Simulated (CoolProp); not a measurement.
Vapour-liquid equilibrium of C2F6 (R116) (1) + R134a (2) at -34.15 °C; x and y are mole fractions of (1).

Model: multi-fluid Helmholtz-energy mixture model, Lemmon 2006 and Tillner-Roth 1994; pair parameters Bell 2016, in CoolProp.

Question: Give the bubble pressure and the first vapour's composition at x = 0.125, 0.35, 0.575. Is there an azeotrope?

Answer: x = 0.125: 3.026 bar, y = 0.778; x = 0.35: 4.830 bar, y = 0.871; x = 0.575: 5.429 bar, y = 0.895. No azeotrope shows between x = 0.05 and 0.95.

The pair parameters rest on a limited set of measurements; away from them the model extrapolates. With so large a gap from Raoult's law the liquid may split in two, which this calculation doesn't test in full.
